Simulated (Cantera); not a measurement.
# Ignition delay

Mixture: 3.52 % CH₄, 0.528 % C₂H₆, 0.116 % C₃H₈, 20.1 % O₂, 75.7 % N₂, equivalence ratio 0.47, at 1900000 Pa, adiabatic and at constant volume. Ignition delay is the time to a rise of 400 K.

Computed with Cantera and GRI-Mech 3.0 (53 species, 325 reactions). The pressure lies above the range GRI-Mech 3.0 was tuned for (to about 10 atm).

| T0 (K) | delay (ms) |
|---|---|
| 1225 | 0.420 |
| 1275 | 0.218 |
| 1325 | 0.120 |
| 1375 | 0.0697 |
| 1425 | 0.0423 |
| 1475 | 0.0268 |
| 1525 | 0.0175 |
| 1575 | 0.0118 |

* **apparent activation energy between 1475 and 1575 K**: 160 kJ/mol
